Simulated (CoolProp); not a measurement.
Properties of CHF3 (R23) along the isotherm 66.85 °C.

The numbers come from the reference Helmholtz-energy equation of state, Penoncello 2003 in CoolProp.

| p (MPa) | phase | speed of sound (m/s) | conductivity (mW/(m K)) |
|---|---|---|---|
| 0.201 | gas | ? | 16.0 |
| 0.403 | gas | 215.2 | 16.2 |
| 0.604 | gas | ? | 16.5 |
| 0.805 | gas | 212.5 | 16.8 |
| 1.01 | gas | 211.0 | ? |
| 1.21 | gas | ? | ? |
| 1.41 | gas | 208.2 | 17.6 |
| 1.61 | gas | ? | 17.8 |
| 1.81 | gas | 205.4 | ? |
| 2.01 | gas | 204.0 | 18.4 |
| 2.21 | gas | ? | 18.7 |
| 2.42 | gas | 201.0 | 19.0 |

Some entries are withheld; supply them.


- 0.201, speed of sound (m/s): 216.6
- 0.604, speed of sound (m/s): 213.9
- 1.01, conductivity (mW/(m K)): 17.0
- 1.21, speed of sound (m/s): 209.6
- 1.21, conductivity (mW/(m K)): 17.3
- 1.61, speed of sound (m/s): 206.8
- 1.81, conductivity (mW/(m K)): 18.1
- 2.21, speed of sound (m/s): 202.5

Thermal conductivity comes from a separate model (Shan 2000).
